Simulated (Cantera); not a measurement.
Charge: 1 mol Ti(OiPr)₄, 3.5 mol CH₄, 2.5 mol H₂, held at 2.20 mbar.

These are equilibrium values from Cantera (NASA tables, ideal gas, pure condensed phases), not measurements of a reactor. Candidate condensed phases: C, C₆H₆, C₇H₈, C₈H₁₈, H₂O, Ti, TiC, TiO, TiO₂, Ti₂O₃, Ti₃O₅, Ti₄O₇; 113 gas species. The feed counts by its element totals alone. TiC: taken at fixed stoichiometry. Kinetics and transport are ignored.

x: gas mole fraction; n: condensed amount in mol.

| T (K) | x H₂ | x CO | x H | x C₂H₂ (acetylene) | n C(graphite) | n TiC(s) |
|---|---|---|---|---|---|---|
| 1550 | 0.854 | 0.145 | 0.000621 | 1.37e-5 | 10.5 | 1.00 |
| 1625 | 0.853 | 0.145 | 0.00139 | 3.03e-5 | 10.5 | 1.00 |
| 1700 | 0.852 | 0.145 | 0.00290 | 6.25e-5 | 10.5 | 1.00 |
| 1775 | 0.849 | 0.145 | … | … | 10.5 | 1.00 |
| 1850 | 0.845 | 0.145 | … | … | 10.5 | 1.00 |
| 1925 | 0.837 | 0.144 | 0.0186 | 0.000383 | 10.5 | 1.000 |
| 2000 | 0.825 | 0.143 | 0.0315 | 0.000634 | 10.5 | 1.000 |
| 2075 | 0.806 | 0.142 | 0.0510 | 0.00100 | 10.4 | 1.000 |

Question: Fill in the missing entries.

Answer: 
- 1775, x H: 0.00569
- 1775, x C₂H₂ (acetylene): 0.000121
- 1850, x H: 0.0106
- 1850, x C₂H₂ (acetylene): 0.000221
